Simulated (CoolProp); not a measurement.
Vapour-liquid equilibrium of n-heptane (1) + o-xylene (2) at 201.75 °C; x and y are mole fractions of (1).

The numbers come from the multi-fluid Helmholtz-energy mixture model, Span 2003 and Zhou 2012; pair parameters Bell 2016 in CoolProp.

| x | bubble pressure, mixture model (MPa) | bubble pressure, Raoult's law (MPa) | y, mixture model | y, Raoult's law |
|---|---|---|---|---|
| 0.05 | 0.4158 | 0.4070 | 0.130 | 0.124 |
| 0.15 | 0.4912 | 0.4705 | 0.321 | 0.322 |
| 0.25 | 0.5603 | 0.5340 | 0.457 | 0.473 |
| 0.35 | 0.6249 | 0.5975 | 0.561 | 0.592 |
| 0.45 | 0.6863 | 0.6610 | 0.648 | 0.688 |
| 0.55 | 0.7456 | 0.7245 | 0.722 | 0.767 |
| 0.65 | 0.8039 | 0.7880 | 0.789 | 0.833 |
| 0.75 | 0.8619 | 0.8515 | 0.852 | 0.890 |
| 0.85 | 0.9204 | 0.9150 | 0.912 | 0.938 |
| 0.95 | 0.9799 | 0.9785 | 0.971 | 0.981 |

The largest gap from Raoult's law is +4.9 % in bubble pressure, at x = 0.25. No azeotrope shows between x = 0.05 and 0.95.

The pair parameters rest on a limited set of measurements; away from them the model extrapolates.
